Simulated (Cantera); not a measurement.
Input (Python, Cantera):

```python
import numpy as np
import cantera as ct

gas = ct.Solution("h2o2.yaml")
gas.TPX = 525, 100000, {'H2': 1, 'O2': 0.893, 'N2': 3.36, 'H2O': 0.81}
flame = ct.FreeFlame(gas, width=0.04)
flame.set_refine_criteria(ratio=3, slope=0.08, curve=0.16)
flame.transport_model = "mixture-averaged"
flame.solve(loglevel=0, auto=True)
z, T = flame.grid, flame.T
thick = (T[-1] - T[0]) / np.gradient(T, z).max()
show = ['H2', 'O2', 'H2O', 'OH', 'H2O2', 'O']
print(f"laminar burning velocity  {flame.velocity[0] * 100:.3f} cm/s")
print(f"burnt temperature         {T[-1]:.1f} K")
print(f"thermal thickness         {thick * 1e3:.4f} mm")
print(f"grid points               {len(z)}")
z0 = z[flame.heat_release_rate.argmax()]
print(f"{'z/mm':>9s}{'T/K':>9s}{'u/(m/s)':>9s}" + "".join(f"{s:>11s}" for s in show))
rows = []
for k in (-3, -2, -1.5, -1, -0.5, -0.25, 0, 0.25, 0.5, 1, 2, 4, 8):
    zz = z0 + k * thick
    rows.append([k * thick, np.interp(zz, z, T), np.interp(zz, z, flame.velocity),
                 *(np.interp(zz, z, flame.X[gas.species_index(s)]) for s in show)])
    print(f"{rows[-1][0] * 1e3:9.3f}{rows[-1][1]:9.1f}{rows[-1][2]:9.3f}" + "".join(f"{x:11.3e}" for x in rows[-1][3:]))
```

It prints:

```
laminar burning velocity  117.326 cm/s
burnt temperature         1686.7 K
thermal thickness         0.4403 mm
grid points               104
     z/mm      T/K  u/(m/s)         H2         O2        H2O         OH       H2O2          O
   -1.321    525.1    1.171  1.633e-01  1.476e-01  1.339e-01  2.758e-13  1.551e-08  1.308e-11
   -0.881    525.6    1.169  1.601e-01  1.481e-01  1.345e-01  6.096e-12  1.177e-07  2.798e-10
   -0.660    527.8    1.166  1.544e-01  1.490e-01  1.357e-01  8.948e-11  7.648e-07  3.502e-09
   -0.440    540.0    1.177  1.405e-01  1.510e-01  1.394e-01  3.467e-09  5.950e-06  5.392e-08
   -0.220    666.5    1.407  1.031e-01  1.499e-01  1.609e-01  2.443e-05  5.936e-05  8.221e-06
   -0.110    903.6    1.878  7.190e-02  1.371e-01  1.965e-01  3.329e-04  5.630e-05  1.820e-04
    0.000   1180.5    2.436  4.015e-02  1.135e-01  2.436e-01  1.335e-03  1.694e-05  1.221e-03
    0.110   1374.9    2.832  1.864e-02  9.228e-02  2.795e-01  3.306e-03  5.874e-06  2.459e-03
    0.220   1484.9    3.055  9.400e-03  8.196e-02  2.965e-01  4.704e-03  3.563e-06  2.663e-03
    0.440   1586.7    3.257  4.133e-03  7.633e-02  3.080e-01  4.928e-03  1.820e-06  1.829e-03
    0.881   1648.4    3.376  1.635e-03  7.478e-02  3.143e-01  3.560e-03  8.679e-07  7.558e-04
    1.761   1674.1    3.425  4.937e-04  7.459e-02  3.172e-01  2.063e-03  3.909e-07  2.297e-04
    3.523   1682.7    3.441  1.350e-04  7.471e-02  3.183e-01  1.126e-03  1.663e-07  6.551e-05
```

Detailed kinetics in Cantera: the H2/O2 subset of GRI-Mech 3.0, which has no nitrogen chemistry. Burning velocities carry a grid error of a few per cent, more on coarse grids. Lean hydrogen flames are cellular in practice and burn faster than this planar one.
